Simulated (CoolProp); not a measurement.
Isobutene along the isobar 3040 kPa: density (kg/m³) from the reference equation and from simpler models built on Tc = 144.9 °C, pc = 4016 kPa, ω = 0.193; each cubic takes its own stable root.

Computed with CoolProp (reference Helmholtz-energy equation of state, Lemmon 2005). It is a short technical equation, of lower accuracy than the large ones.

```json
[
 {"T (°C)": "-27.35", "phase": "liquid", "reference": "652.2"},
 {"T (°C)": "-14.05", "phase": "liquid", "reference": "637.9"},
 {"T (°C)": "-0.75", "phase": "liquid", "reference": "623.3"},
 {"T (°C)": "12.65", "phase": "liquid", "reference": "608.0"},
 {"T (°C)": "25.95", "phase": "liquid", "reference": "592.2"},
 {"T (°C)": "39.25", "phase": "liquid", "reference": "575.7"},
 {"T (°C)": "52.65", "phase": "liquid", "reference": "558.0"},
 {"T (°C)": "65.95", "phase": "liquid", "reference": "539.1"},
 {"T (°C)": "79.25", "phase": "liquid", "reference": "518.5"},
 {"T (°C)": "92.65", "phase": "liquid", "reference": "495.0"}
]
```

How far does each simpler model (van der Waals, Redlich-Kwong) lie from the reference over these 10 states: mean and median of the absolute difference, and the worst?


- van der Waals: mean 37.0 %, median 37.0 %, worst -37.4 % at 92.65 °C and 3040 kPa
- Redlich-Kwong: mean 10.3 %, median 9.7 %, worst -14.1 % at 92.65 °C and 3040 kPa
